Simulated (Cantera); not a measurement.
An adiabatic, constant-pressure homogeneous reactor starts with 5.56 % C₃H₈, 19.9 % O₂, 74.6 % N₂, equivalence ratio 1.4, at 1800 K and 1.00 atm.

Cantera simulation using GRI-Mech 3.0 (53 species, 325 reactions); the numbers are that mechanism's predictions, not measurements. GRI-Mech 3.0 was tuned for natural gas; its chemistry of propane as a main component is partial and can be far from experiment.

One state of this run: T (K) = 2888; x C₃H₈ = <1e-12; x O₂ = 0.00547; x N₂O = 3.04e-7; x NO = 0.00601; x C₂H₄ = <1e-12; x CH₂CO = <1e-12; x H = 0.0245. x: mole fraction; the columns are a selection and need not sum to one.

**Question.** Which value of t (s) does it belong to?
A) 0.000124
B) 6.00e-6
C) 0.0531
D) 0.000341

**Answer.** C, 0.0531
